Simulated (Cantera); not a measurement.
A perfectly stirred reactor is fed with 1.08 % C2H6, 8.20 % O2, 74.6 % N2, 16.2 % H2O, equivalence ratio 0.46, at 10.0 bar; it is adiabatic with a 725 K inlet, and is followed from long to short residence time, starting on the burning branch (τ in s: 0.27, 0.097, 0.034, 0.012, 0.0044, 0.0016, 0.00056, 0.0002, 7.1e-05, 2.5e-05, 9e-06, 3.2e-06).

Model: GRI-Mech 3.0 (53 species, 325 reactions), integrated in Cantera.

Problem. Predict: blow-out, bracketed by the residence times tried; x(C2H6) at τ = 0.270 s; x(O2) at τ = 0.270 s; x(H2O) at τ = 0.270 s; x(N2O) at τ = 0.270 s; x(CH2CO) at τ = 0.270 s; x(C2H6) at τ = 0.560 ms; x(O2) at τ = 0.560 ms; x(H2O) at τ = 0.560 ms.

Solution. 
```
Property                                                                       Value
------------------------------------------------  ----------------------------------
blow-out, bracketed by the residence times tried  burning at 97.0 ms, out at 34.0 ms
x(C2H6) at τ = 0.270 s                                                       6.17e-5
x(O2) at τ = 0.270 s                                                          0.0463
x(H2O) at τ = 0.270 s                                                          0.192
x(N2O) at τ = 0.270 s                                                        3.32e-7
x(CH2CO) at τ = 0.270 s                                                      6.54e-5
x(C2H6) at τ = 0.560 ms                                                       0.0108
x(O2) at τ = 0.560 ms                                                         0.0820
x(H2O) at τ = 0.560 ms                                                         0.162
```
